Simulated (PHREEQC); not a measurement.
Solution (20 °C): 0.012 mol/kgw NaOH. Closed to the air; pH follows from the charge balance.

Model: ion-association model, phreeqc.dat, run in PHREEQC.

| Property | Value |
|---|---|
| pH | 12.20 |
| ionic strength | 0.0120 mol/kgw |
| specific conductance | 2450 µS/cm |
| total alkalinity | 12.0 meq/kg |

| species | molality | activity | log γ |
|---|---|---|---|
| OH- | 0.0120 | 0.0107 | -0.049 |
| Na+ | 0.0120 | 0.0108 | -0.047 |

This is a speciation only: nothing precipitates in the calculation.
